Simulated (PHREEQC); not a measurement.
0.46 g of hydrous ferric oxide (600 m²/g; 0.2 weak and 0.005 strong sites per Fe, Dzombak-Morel constants, diffuse double layer) in 1 kg of water with 0.005 mol/kgw of an inert sodium salt and 0.034 mmol/kgw Na2HAsO4, at 25 °C; the pH is set by adding NaOH or the inert anion's acid. Oxygen is held at 0.21 atm. No CO2 enters from the air. Nothing may precipitate in this run.

The series has 13 steps of pH, from 4 to 12.

Model: ion-association model, wateq4f.dat, run in PHREEQC.

### Question
Near which pH is half of the As sorbed, and on which side is more sorbed?

### Answer
Near pH 10.2, with more sorbed at lower pH.
